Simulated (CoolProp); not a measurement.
Computed with CoolProp (reference Helmholtz-energy equation of state, Lemmon 2006). It is a short technical equation, of lower accuracy than the large ones.

Question: For carbonyl sulfide, give the phase and the cv (kJ/(kg K)), speed of sound (m/s) at -26.45 °C and 0.101 MPa; 3.15 °C and 0.101 MPa.

Answer: 
- -26.45 °C and 0.101 MPa: gas; cv 0.513, speed of sound 206
- 3.15 °C and 0.101 MPa: gas; cv 0.538, speed of sound 218
